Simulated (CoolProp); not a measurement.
A single-stage vapour-compression cycle with c-C4F8 (RC318): evaporating at 294.15 K (dew point), condensing at 360.15 K (bubble point), superheat 5 K, subcooling 2 K, compressor efficiency 0.8, no pressure losses. Each further row changes one setting.

Values from CoolProp's reference Helmholtz-energy equation of state, Platzer 1990. This equation is an older, rougher fit; its heat capacities, sound speeds and derivatives of the liquid may be far off and weren't checked against measurements.

```csv
case,cooling COP,pressure ratio,discharge temperature (K),refrigerating effect (kJ/kg),volumetric capacity (kJ/m³)
as stated,1.50,5.70,360.2,33.1,799
evaporating temperature 299.15 K,1.81,4.85,360.2,36.5,1030
condensing temperature 355.15 K,1.89,5.12,355.1,39.7,960
subcooling 7 K,1.81,5.70,360.2,39.9,963
superheat 15 K,1.72,5.70,360.2,41.3,955
compressor efficiency 0.7,1.31,5.70,360.2,33.1,799
```

The compression ends wet for: as stated; evaporating temperature 299.15 K; condensing temperature 355.15 K; subcooling 7 K; superheat 15 K; compressor efficiency 0.7.
